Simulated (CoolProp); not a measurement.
Vapour-liquid equilibrium of R125 (1) + R236FA (2) at 0.352 MPa; x and y are mole fractions of (1).

Model: multi-fluid Helmholtz-energy mixture model, Lemmon 2005 and Pan 2012; pair parameters Bell 2016, in CoolProp.

```tsv
x	bubble temperature, mixture model (°C)	bubble temperature, Raoult's law (°C)	y, mixture model	y, Raoult's law
0.05	(withheld)	27.3	0.174	0.208
0.125	(withheld)	20.1	0.378	0.429
0.2	(withheld)	14.0	0.529	0.579
0.275	10.2	8.8	0.641	0.686
0.35	(withheld)	4.3	0.725	0.763
0.425	1.6	0.4	0.790	0.821
0.5	-2.0	-3.0	(withheld)	0.865
0.575	-5.3	-6.1	(withheld)	0.899
0.65	-8.2	-8.9	0.911	0.927
0.725	-10.8	-11.4	(withheld)	0.948
0.8	-13.3	-13.6	0.959	0.966
0.875	(withheld)	-15.7	0.976	0.981
0.95	-17.6	-17.7	0.991	0.993
```

Task: Some entries are withheld; supply them.

Result: 
- 0.05, bubble temperature, mixture model (°C): 28.0
- 0.125, bubble temperature, mixture model (°C): 21.3
- 0.2, bubble temperature, mixture model (°C): 15.3
- 0.35, bubble temperature, mixture model (°C): 5.6
- 0.5, y, mixture model: 0.840
- 0.575, y, mixture model: 0.880
- 0.725, y, mixture model: 0.937
- 0.875, bubble temperature, mixture model (°C): -15.5

The largest gap from Raoult's law is +1.4 K in bubble temperature, at x = 0.275. No azeotrope shows between x = 0.05 and 0.95.

The pair parameters rest on a limited set of measurements; away from them the model extrapolates.
